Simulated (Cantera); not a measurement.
Charge: 1 mol Si, 2.7 mol HCl, 0.89 mol N2, 0.79 mol NF3, at 4.43 Torr.

Method: chemical equilibrium by Gibbs-energy minimisation in Cantera with the NASA 1993 tables (ideal gas, pure condensed phases). Candidate condensed phases: NH4Cl, Si, Si3N4; 49 gas species. Equilibrium is a limit: real reactors are often held back by kinetics, nucleation or transport.

**Question.** What share of the Si ends up in condensed phases as a function of T (K), at 750, 850, 950, 1050, 1150, 1250, 1350?

**Answer.** 
```json
[
 {"T (K)": "750", "Si condensed (%)": "2.6", "as": "Si3N4(s)"},
 {"T (K)": "850", "Si condensed (%)": "5.7", "as": "Si3N4(s)"},
 {"T (K)": "950", "Si condensed (%)": "8.2", "as": "Si3N4(s)"},
 {"T (K)": "1050", "Si condensed (%)": "10.0", "as": "Si3N4(s)"},
 {"T (K)": "1150", "Si condensed (%)": "11.1", "as": "Si3N4(s)"},
 {"T (K)": "1250", "Si condensed (%)": "10.5", "as": "Si3N4(s)"},
 {"T (K)": "1350", "Si condensed (%)": "3.4", "as": "Si3N4(s)"}
]
```
